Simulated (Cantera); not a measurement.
## Boron, boron nitride and boron oxide: B2O3 + N2

Feed: 1 mol B2O3, 2 mol N2, at 75.0 Torr.

Equilibrium computed with Cantera from the NASA thermochemical tables; the gas is ideal and each condensed phase is pure. Candidate condensed phases: B, BN, B2O3; 17 gas species. The numbers say what is thermodynamically allowed, not how fast it happens.

| T (K) | x N2 | x B2O3 | x BO2 | x BO | x B2O2 | n B2O3(l) |
|---|---|---|---|---|---|---|
| 1150 | 1.00 | 1.66e-8 | <1e-12 | 1.28e-12 | <1e-12 | 1.00 |
| 1225 | 1.00 | 2.05e-7 | 1.90e-11 | 2.29e-11 | 5.83e-12 | 1.00 |
| 1300 | 1.000 | 1.86e-6 | 3.07e-10 | 2.92e-10 | 7.45e-11 | 1.000 |
| 1375 | 1.000 | 1.32e-5 | 3.43e-9 | 2.95e-9 | 8.00e-10 | 1.000 |
| 1450 | 1.000 | 7.51e-5 | 2.98e-8 | 2.33e-8 | 6.60e-9 | 1.000 |
| 1525 | 1.000 | 0.000359 | 2.07e-7 | 1.50e-7 | 4.45e-8 | 0.999 |
| 1600 | 0.999 | 0.00147 | 1.18e-6 | 8.15e-7 | 2.53e-7 | 0.997 |
| 1675 | 0.995 | 0.00525 | 5.76e-6 | 3.80e-6 | 1.23e-6 | 0.989 |
| 1750 | 0.983 | 0.0167 | 2.43e-5 | 1.55e-5 | 5.21e-6 | 0.966 |
| 1825 | 0.952 | 0.0483 | 9.07e-5 | 5.61e-5 | 1.96e-5 | 0.898 |
| 1900 | 0.872 | 0.127 | 0.000304 | 0.000183 | 6.64e-5 | 0.707 |
| 1975 | 0.688 | 0.311 | 0.000924 | 0.000546 | 0.000204 | 0.0931 |
| 2050 | 0.666 | 0.331 | 0.00165 | 0.00110 | 0.000309 | 0 |
| 2125 | 0.665 | 0.330 | 0.00275 | 0.00203 | 0.000426 | 0 |
x: gas mole fraction; n: condensed amount in mol.

From 1150 K to 1975 K the condensed part is B2O3(l). From 2050 K to 2125 K nothing is condensed. The main B-bearing gas is B2O3 throughout.
